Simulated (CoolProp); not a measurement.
Saturation properties of R1224YDZ (Tc = 428.7 K, pc = 3.334 MPa, ω = 0.325).

Model: reference Helmholtz-energy equation of state, Akasaka 2023, in CoolProp.

```csv
T (K),p (MPa),liquid density (kg/m³),vapour density (kg/m³),enthalpy of vaporisation (kJ/kg),liquid cp (kJ/(kg K))
209.6,0.001161,1582,0.09928,205.1,1.023
213.4,0.001585,1573,0.1332,203.3,1.026
217.2,0.002135,1564,0.1763,201.6,1.029
221,0.002840,1555,0.2307,199.9,1.032
224.8,0.003733,1546,0.2985,198.2,1.036
228.6,0.004854,1537,0.3821,196.5,1.040
232.4,0.006245,1528,0.4841,194.8,1.044
236.2,0.007955,1518,0.6077,193.1,1.049
240,0.01004,1509,0.7560,191.4,1.053
243.8,0.01256,1500,0.9326,189.7,1.058
247.6,0.01558,1491,1.141,188.0,1.063
```

It boils at 288.0 K under 1 atm.
